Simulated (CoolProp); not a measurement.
Vapour-liquid equilibrium of cyclohexane (1) + m-xylene (2) at 413 kPa; x and y are mole fractions of (1).

The numbers come from the multi-fluid Helmholtz-energy mixture model, Zhou 2014 and Zhou 2012; pair parameters Bell 2016 in CoolProp.

Give the bubble temperature and the first vapour's composition at x = 0.275, 0.35, 0.875. Is there an azeotrope?

x = 0.275: 444.7 K, y = 0.573; x = 0.35: 439.0 K, y = 0.656; x = 0.875: 413.5 K, y = 0.955. No azeotrope shows between x = 0.05 and 0.95.

Pair parameters are fitted to limited data, so mixtures are less certain than the pure fluids.
